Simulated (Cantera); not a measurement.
An isothermal, constant-pressure homogeneous reactor starts with NO : N2 = 1 : 1.3 (molar parts), at 1773 K and 7000 Pa. Integrator tolerance rtol = 1e-08.

Computed with Cantera and GRI-Mech 3.0 (53 species, 325 reactions).

```tsv
quantity	before	after
x(NO) at 20.0 s	0.334 (gas-phase equilibrium 0.00383)	0.428 (gas-phase equilibrium 0.00140)
x(O) at 20.0 s	8.59e-5 (gas-phase equilibrium 0.000166)	1.83e-6 (gas-phase equilibrium 1.00e-5)
x(N2) at 20.0 s	0.616 (gas-phase equilibrium 0.781)	0.569 (gas-phase equilibrium 0.782)
x(NO2) at 20.0 s	0.000114 (gas-phase equilibrium 2.72e-6)	8.41e-5 (gas-phase equilibrium 1.87e-6)
x(N2O) at 20.0 s	3.95e-5 (gas-phase equilibrium 5.82e-8)	5.93e-5 (gas-phase equilibrium 2.25e-8)
```

**Question.** Name the change that produced these shifts.
A) pressure from 7000 Pa to 21000 Pa
B) temperature 1773 to 1525 K
C) N2 1.3 to 0.33 parts
D) temperature 1773 to 1600 K

**Answer.** B, temperature 1773 to 1525 K
